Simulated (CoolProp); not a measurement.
Model: reference Helmholtz-energy equation of state, Bücker 2006, in CoolProp.

Q: For isobutane, give the phase and the viscosity (µPa s), conductivity (mW/(m K)) at 380.8 K and 21.7 bar.

A: 
- 380.8 K and 21.7 bar: gas; viscosity 11.0, conductivity 31.0

Viscosity comes from a separate model (Vogel 2000). Thermal conductivity comes from a separate model (Perkins 2002).
